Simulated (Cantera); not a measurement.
**Equilibrium for iron carbonyl, mercury and lead vapours: PbO + N2**

Input: 1 mol PbO, 1.7 mol N2, equilibrated at 10.0 mbar.

These are equilibrium values from Cantera (NASA tables, ideal gas, pure condensed phases), not measurements of a reactor. Candidate condensed phases: Pb, PbO, PbO2, Pb3O4; 12 gas species. Gases not in the tables: (PbO)n polymers. Rates play no part.

From 648 K to 748 K the condensed part is PbO(red). From 848 K to 1148 K the condensed part is PbO(yellow). At 1248 K the condensed part is PbO(l).

| T (K) | log p N2 | log p PbO | log p Pb | log p O2 | log p NO | log p O | log p Pb2 | n PbO(red) | n PbO(yellow) | n PbO(l) |
|---|---|---|---|---|---|---|---|---|---|---|
| 648 | -2.00 | <-14 | <-14 | <-14 | <-14 | <-14 | <-14 | 1.00 | 0 | 0 |
| 748 | -2.00 | -11.43 | -11.98 | -12.33 | -12.89 | <-14 | <-14 | 1.00 | 0 | 0 |
| 848 | -2.00 | -9.12 | -9.76 | -10.08 | -11.01 | <-14 | <-14 | 0 | 1.00 | 0 |
| 948 | -2.00 | -7.31 | -8.01 | -8.32 | -9.54 | <-14 | <-14 | 0 | 1.000 | 0 |
| 1048 | -2.00 | -5.86 | -6.60 | -6.91 | -8.35 | -12.65 | <-14 | 0 | 1.000 | 0 |
| 1148 | -2.00 | -4.66 | -5.44 | -5.75 | -7.37 | -10.97 | -12.00 | 0 | 0.996 | 0 |
| 1248 | -2.01 | -3.75 | -4.53 | -4.84 | -6.59 | -9.59 | -10.40 | 0 | 0 | 0.964 |
log p: log10 of the partial pressure in bar; n: condensed amount in mol.
